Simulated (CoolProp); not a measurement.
Model: reference Helmholtz-energy equation of state, de Reuck 1993, in CoolProp.

Problem. For methanol, give the phase and the cv (kJ/(kg K)) at 405.7 K and 0.0459 MPa; 384.9 K and 5.68 MPa; 307.3 K and 0.226 MPa.

Solution. 
- 405.7 K and 0.0459 MPa: gas; cv 1.39
- 384.9 K and 5.68 MPa: liquid; cv 2.64
- 307.3 K and 0.226 MPa: liquid; cv 2.16
